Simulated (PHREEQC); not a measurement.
## Hard or scaling water

Make-up at 25 °C: 0.003 mol/kgw CaCl2, 0.17 mol/kgw Na2SO4 and 1.2e-06 mol/kgw H4SiO4. Closed to the air; pH follows from the charge balance.

Equilibrium calculation in PHREEQC: ion-association model, phreeqc.dat.

No solid was allowed to form.

Question: Estimate the pH, ionic strength.

Answer: pH 7.25; ionic strength 0.428 mol/kgw.

Question: In which forms is S present?

Answer: SO4-2 74 %, NaSO4- 25 %, CaSO4 1.0 % of the S.

Species that the database lacks are ignored.
